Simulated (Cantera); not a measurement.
**Stirred combustor or abatement burner**

A perfectly stirred reactor is fed with 1.52 % C3H8, 12.5 % O2, 86.0 % N2, equivalence ratio 0.61, at 10.0 bar; it is adiabatic with a 775 K inlet, and is followed from long to short residence time, starting on the burning branch (τ in s: 0.073, 0.03, 0.012, 0.005, 0.002, 0.00083, 0.00034, 0.00014, 5.6e-05, 2.3e-05, 9.4e-06, 3.8e-06).

Detailed kinetics in Cantera: GRI-Mech 3.0 (53 species, 325 reactions). GRI-Mech 3.0 was tuned for natural gas; its chemistry of propane as a main component is partial and can be far from experiment.

| τ (s) | T (K) | x C3H8 | x O2 | x H2 | x CO2 | x NO | x O | x C2H4 |
|---|---|---|---|---|---|---|---|---|
| 0.073 | 1639 | 8.77e-7 | 0.0480 | 8.63e-6 | 0.0447 | 3.90e-6 | 9.02e-6 | 3.27e-6 |
| 0.030 | 1637 | 1.73e-6 | 0.0480 | 1.54e-5 | 0.0446 | 3.95e-6 | 1.49e-5 | 6.06e-6 |
| 0.012 | 1635 | 3.41e-6 | 0.0482 | 2.84e-5 | 0.0443 | 3.99e-6 | 2.52e-5 | 1.13e-5 |
| 0.0050 | 1630 | 6.49e-6 | 0.0484 | 5.19e-5 | 0.0438 | 3.76e-6 | 4.17e-5 | 2.03e-5 |
| 0.0020 | 1620 | 1.28e-5 | 0.0490 | 9.98e-5 | 0.0428 | 3.07e-6 | 6.91e-5 | 3.78e-5 |
| 0.00083 | 1602 | 2.58e-5 | 0.0502 | 0.000195 | 0.0406 | 2.08e-6 | 0.000105 | 7.21e-5 |
| 0.00034 | 1545 | 7.43e-5 | 0.0539 | 0.000497 | 0.0342 | 7.55e-7 | 0.000112 | 0.000197 |
| 0.00014 | 775 | 0.0152 | 0.125 | <1e-12 | <1e-12 | <1e-12 | <1e-12 | 4.45e-12 |
| 5.6e-5 | 775 | 0.0152 | 0.125 | <1e-12 | <1e-12 | <1e-12 | <1e-12 | 1.26e-12 |
| 2.3e-5 | 775 | 0.0152 | 0.125 | <1e-12 | <1e-12 | <1e-12 | <1e-12 | <1e-12 |
| 9.4e-6 | 775 | 0.0152 | 0.125 | <1e-12 | <1e-12 | <1e-12 | <1e-12 | <1e-12 |
| 3.8e-6 | 775 | 0.0152 | 0.125 | <1e-12 | <1e-12 | <1e-12 | <1e-12 | <1e-12 |
x: mole fraction; the columns are a selection and need not sum to one.
